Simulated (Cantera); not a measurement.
Charge: 1 mol Cu, 0.54 mol F2, 24 mol H2, equilibrated at 3.83 Torr.

Equilibrium computed with Cantera from the NASA thermochemical tables; the gas is ideal and each condensed phase is pure. Candidate condensed phases: Cu, CuF2; 15 gas species. The numbers say what is thermodynamically allowed, not how fast it happens.

x: gas mole fraction; n: condensed amount in mol.

```csv
T (K),x H2,x HF,x Cu,x H,x CuF,x Cu2,n Cu(s),n Cu(l)
450,0.956,0.0440,<1e-12,<1e-12,<1e-12,<1e-12,1.00,0
600,0.956,0.0440,<1e-12,<1e-12,<1e-12,<1e-12,1.00,0
750,0.956,0.0440,<1e-12,4.33e-12,<1e-12,<1e-12,1.00,0
900,0.956,0.0440,3.53e-11,1.60e-9,(withheld),<1e-12,1.00,0
1050,0.956,0.0440,2.06e-8,1.11e-7,(withheld),<1e-12,1.000,0
1200,0.956,0.0440,2.41e-6,2.70e-6,(withheld),6.84e-11,1.000,0
1350,0.956,0.0440,9.59e-5,3.26e-5,(withheld),1.26e-8,0.998,0
1500,0.954,0.0439,0.00161,0.000241,(withheld),6.32e-7,0,0.960
```

Task: Complete the blanks.

Result: 
- 900, x CuF: 1.07e-11
- 1050, x CuF: 1.43e-9
- 1200, x CuF: 5.56e-8
- 1350, x CuF: 9.43e-7
- 1500, x CuF: 8.02e-6
